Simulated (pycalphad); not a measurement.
An equivalent pycalphad script:

```python
from pycalphad import Database, equilibrium, calculate, variables as v
import numpy as np
db = Database('COST507.tdb')
comps = ['AL', 'SI', 'MN', 'VA']
phases = ['AL11MN4', 'AL12MN', 'AL4MN', 'AL6MN', 'AL8MN5_D810', 'ALMNSI_ALPHA', 'ALMNSI_BETA', 'ALMNSI_DELTA', 'BCC_A2', 'CBCC_A12', 'CUB_A13', 'DIAMOND_A4', 'FCC_A1', 'HCP_A3', 'LIQUID', 'MN11SI19', 'MN3SI', 'MN5SI3', 'MN6SI', 'MN9SI2', 'MNSI']
eq = equilibrium(db, comps, phases, {v.X('SI'): 0.0635, v.X('MN'): 0.0322, v.T: np.arange(1850, 499, -25), v.P: 101325, v.N: 1}, output=['HM', 'SM'])
```

All values are pycalphad results on the COST 507 light-alloy database (1999) (1 atm), not direct measurements. The data set is of 1999 and partly superseded. Amounts are mole fractions of atoms.

Results at three of the temperatures:

```
T = 1800.00 K, P = 101325 Pa, N = 1 mol of atoms
G = -115224 J/mol, H = 55833 J/mol, S = 95.03 J/(mol K)  (SER reference)
chemical potentials (J/mol): Al -111155, Si -133989, Mn -192497
phase             fraction      x(Al)      x(Si)      x(Mn)
LIQUID              1.0000     0.9043     0.0635     0.0322
```

```
T = 1650.00 K, P = 101325 Pa, N = 1 mol of atoms
G = -101175 J/mol, H = 51035 J/mol, S = 92.25 J/(mol K)  (SER reference)
chemical potentials (J/mol): Al -97401, Si -116667, Mn -176615
phase             fraction      x(Al)      x(Si)      x(Mn)
LIQUID              1.0000     0.9043     0.0635     0.0322
```

```
T = 1175.00 K, P = 101325 Pa, N = 1 mol of atoms
G = -59787 J/mol, H = 35881 J/mol, S = 81.42 J/(mol K)  (SER reference)
chemical potentials (J/mol): Al -56928, Si -64469, Mn -130871
phase             fraction      x(Al)      x(Si)      x(Mn)
LIQUID              1.0000     0.9043     0.0635     0.0322
```

Changes of the phase set, refined by bisection:

| T (K) | phases above | phases below |
|---|---|---|
| 1035.3 | LIQUID | ALMNSI_BETA + LIQUID |
| 1008.9 | ALMNSI_BETA + LIQUID | ALMNSI_ALPHA + ALMNSI_BETA + LIQUID |
| 1008.6 | ALMNSI_ALPHA + ALMNSI_BETA + LIQUID | ALMNSI_ALPHA + LIQUID |
| 899.5 | ALMNSI_ALPHA + LIQUID | ALMNSI_ALPHA + FCC_A1 + LIQUID |
| 849.6 | ALMNSI_ALPHA + FCC_A1 + LIQUID | ALMNSI_ALPHA + DIAMOND_A4 + FCC_A1 |

Database names, with the compositions (at.%) that they take in these runs: ALMNSI_BETA: Al 66 Mn 23 Si 11; ALMNSI_ALPHA: Al 70 Mn 17 Si 12. FCC_A1 is fcc; DIAMOND_A4 is diamond (Si).
